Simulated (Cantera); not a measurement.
A perfectly stirred reactor is fed with H₂ : O₂ : N₂ = 0.039 : 1 : 0.0093 (molar parts), at 140 Pa; it is held at 1150 K, and followed from long to short residence time.

Detailed kinetics in Cantera: GRI-Mech 3.0 (53 species, 325 reactions). Radical loss at walls, strong at low pressure, is not modelled. The temperature is held fixed by assumption; the heat of reaction is taken as removed at once.

One state of this run: x H₂ = 0.00584; x O₂ = 0.930; x H₂O₂ = 1.92e-8; x HO₂ = 4.06e-7; x OH = 0.00380. x: mole fraction; the columns are a selection and need not sum to one.

Task: Which value of τ (s) does it belong to?
A) 0.23
B) 1.0
C) 0.48
D) 0.027

Result: D, 0.027
